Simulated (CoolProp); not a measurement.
R407C at 293.15 K and 11.7 MPa flows at 0.98 m/s in a round tube of 20 mm bore and 0.25 µm roughness, fully developed (64/Re and Nu = 3.66 if laminar; Colebrook and Gnielinski if turbulent). Each further row changes one setting.

Computed with CoolProp (reference Helmholtz-energy equation of state, Lemmon 2003). It is a pseudo-pure fit of the blend.

```csv
case,Reynolds number,Darcy friction factor,pressure drop (Pa/m),heat-transfer coefficient (W/(m² K)),mass flow (kg/h)
as stated,123000,0.0173,505,2220,1350
velocity 1.96 m/s,246000,0.0151,?,?,?
diameter 40 mm,246000,0.0151,220,?,5390
```

Q: What belongs in the gaps?

A: 
- velocity 1.96 m/s, pressure drop (Pa/m): 1770
- velocity 1.96 m/s, heat-transfer coefficient (W/(m² K)): 4000
- velocity 1.96 m/s, mass flow (kg/h): 2690
- diameter 40 mm, heat-transfer coefficient (W/(m² K)): 1990

Viscosity comes from a separate model (Geller 2000). Thermal conductivity comes from a separate model (Geller 2001).
